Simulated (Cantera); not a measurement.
Charge: 1 mol CH2F2, 0.056 mol Si, 0.1 mol H2, at 1.20 Pa.

These are equilibrium values from Cantera (NASA tables, ideal gas, pure condensed phases), not measurements of a reactor. Candidate condensed phases: C, C6H6, C7H8, C8H18, Si, SiC; 113 gas species. The tables' values for SiF3, SiF2 are old estimates; treat these amounts as uncertain. Kinetics and transport are ignored.

log p: log10 of the partial pressure in bar; n: condensed amount in mol.

```json
[
 {"T (K)": "1350", "log p HF": "-4.98", "log p H2": "-5.91", "log p SiF4": "-6.48", "log p H": "-8.58", "log p SiF3": "-8.91", "log p SiF2": "-11.46", "log p F": "-12.73", "n C(graphite)": "1.000"},
 {"T (K)": "1400", "log p HF": "-4.98", "log p H2": "-5.91", "log p SiF4": "-6.49", "log p H": "-8.27", "log p SiF3": "-8.57", "log p SiF2": "-10.82", "log p F": "-12.24", "n C(graphite)": "1.000"},
 {"T (K)": "1450", "log p HF": "-4.98", "log p H2": "-5.91", "log p SiF4": "-6.49", "log p H": "-7.98", "log p SiF3": "-8.25", "log p SiF2": "-10.22", "log p F": "-11.78", "n C(graphite)": "1.000"},
 {"T (K)": "1500", "log p HF": "-4.98", "log p H2": "-5.91", "log p SiF4": "-6.50", "log p H": "(withheld)", "log p SiF3": "-7.96", "log p SiF2": "-9.67", "log p F": "(withheld)", "n C(graphite)": "1.000"},
 {"T (K)": "1550", "log p HF": "-4.98", "log p H2": "-5.92", "log p SiF4": "-6.51", "log p H": "-7.46", "log p SiF3": "-7.70", "log p SiF2": "-9.17", "log p F": "-10.94", "n C(graphite)": "1.000"},
 {"T (K)": "1600", "log p HF": "-4.98", "log p H2": "-5.92", "log p SiF4": "-6.54", "log p H": "(withheld)", "log p SiF3": "-7.46", "log p SiF2": "-8.71", "log p F": "(withheld)", "n C(graphite)": "1.000"},
 {"T (K)": "1650", "log p HF": "-4.98", "log p H2": "-5.94", "log p SiF4": "-6.57", "log p H": "-7.01", "log p SiF3": "-7.26", "log p SiF2": "-8.30", "log p F": "-10.19", "n C(graphite)": "1.000"}
]
```

### Question
What belongs in the gaps?

### Answer

- 1500, log p H: -7.71
- 1500, log p F: -11.34
- 1600, log p H: -7.23
- 1600, log p F: -10.55
